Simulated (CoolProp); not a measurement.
The fluid at 293.15 K and 0.394 MPa (gas) is heated at constant pressure to 367 K. The same conditions are run with several fluids, on thermodynamics alone (safety and materials aside).

Computed with CoolProp (reference Helmholtz-energy equation of state of each fluid (methane: Setzmann 1991; R22: Kamei 1995; R13: Platzer 1990; R410A: Lemmon 2003; hydrogen chloride: Thol 2018)). The equations of Platzer and Polt are older, rougher fits. Blends and air are pseudo-pure fits.

| fluid | heat (kJ/kg) | final density (kg/m³) |
|---|---|---|
| methane | … | 2.08 |
| R22 | … | … |
| R13 | … | 13.7 |
| R410A | … | … |
| hydrogen chloride | … | 4.77 |

Question: Fill in the missing entries.

Answer: 
- methane, heat (kJ/kg): 172
- R22, heat (kJ/kg): 53.4
- R22, final density (kg/m³): 11.5
- R13, heat (kJ/kg): 51.1
- R410A, heat (kJ/kg): 66.5
- R410A, final density (kg/m³): 9.60
- hydrogen chloride, heat (kJ/kg): 61.2
